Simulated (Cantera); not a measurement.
Charge: 1 mol Cr, 29 mol H2O, 3.7 mol H2, at 3.30 bar.

Equilibrium computed with Cantera from the NASA thermochemical tables; the gas is ideal and each condensed phase is pure. Candidate condensed phases: Cr, Cr2O3, H2O; 13 gas species. Rates play no part.

### Question
At 2123 K, list the 4 most abundant gas species with their mole fractions, and the condensed phases.

### Answer
H2O 0.840, H2 0.159, H 0.000787, OH 0.000515. Condensed: Cr2O3(s).
